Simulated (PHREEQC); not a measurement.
Copper plating or etch bath (model solution)

Dissolve 0.23 mol Cu(NO3)2 and 4.2e-05 mol KCl per kg of water at 20 °C. Closed to the air; pH follows from the charge balance.

Model: ion-association model, phreeqc.dat, run in PHREEQC.

Each row changes one thing in this solution. No solid was allowed to form.

```
case                                                  pH  ionic strength (mol/kgw)
--------------------------------------------------  ----  ------------------------
as made                                             4.14                     0.690
temperature from 20 to 50 °C                        3.76                     0.690
temperature from 20 to 5 °C                            ?                     0.690
KCl replaced by K2CO3 at the same molality             ?                     0.690
temperature from 20 to 80 °C                        3.44                     0.690
Cu(NO3)2 replaced by Cd(NO3)2 at the same molality     ?                         ?
temperature from 20 to 40 °C                           ?                     0.690
```

Problem. Complete the blanks.

Solution. 
- temperature from 20 to 5 °C, pH: 4.33
- KCl replaced by K2CO3 at the same molality, pH: 4.24
- Cu(NO3)2 replaced by Cd(NO3)2 at the same molality, pH: 5.45
- Cu(NO3)2 replaced by Cd(NO3)2 at the same molality, ionic strength (mol/kgw): 0.586
- temperature from 20 to 40 °C, pH: 3.88

Away from 25 °C the constants follow the database's enthalpies or fits; those with neither stay at their 25 °C values.
